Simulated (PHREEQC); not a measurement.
Solution (70 °C): 1.1 mmol/kgw RbCl, 110 mmol/kgw NaH2PO4 and 97 mmol/kgw CuSO4. Closed to the air; pH follows from the charge balance.

Computed with PHREEQC (ion-association model, wateq4f.dat).

| Property | Result |
|---|---|
| pH | 4.21 |
| ionic strength | 0.326 mol/kgw |
| activity of water | 0.994 |

```tsv
species	molality	activity	log γ
H2PO4-	0.108	0.0757	-0.156
Na+	0.103	0.0718	-0.156
Cu+2	0.0566	0.0145	-0.592
SO4-2	0.0503	0.0109	-0.663
CuSO4	0.0392	0.0423	0.033
NaSO4-	0.00721	0.00503	-0.156
Rb+	0.00110	0.000782	-0.148
H3PO4	0.00100	0.00108	0.033
Cl-	0.000872	0.000569	-0.186
Cu2(OH)2+2	0.000464	0.000118	-0.593
HPO4-2	0.000429	9.61e-5	-0.650
```

No solid was allowed to form. Saturation is exceeded, for instance for Atacamite, Tenorite (slow to form); the values hold only as long as no solid forms. H3PO4, which wateq4f.dat lacks, is added to it with the constant of phreeqc.dat. Constants without temperature data keep their 25 °C values here. The database has no phosphate complexes of Cu.
